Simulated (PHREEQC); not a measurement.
Solution (25 °C): 0.0053 mol/kgw MgCl2 and 6.7e-05 mol/kgw Na2HPO4. Closed to the air; pH follows from the charge balance.

Model: ion-association model, wateq4f.dat, run in PHREEQC.

Q: The ionic strength comes out as 0.0159 mol/kgw. What activity coefficients do Mg+2, H2PO4-, Na+, HPO4-2, MgPO4- get?

A: Mg+2 0.62, H2PO4- 0.89, Na+ 0.88, HPO4-2 0.61, MgPO4- 0.89.

No solid was allowed to form. Species that the database lacks are ignored. H3PO4, which wateq4f.dat lacks, is added to it with the constant of phreeqc.dat.
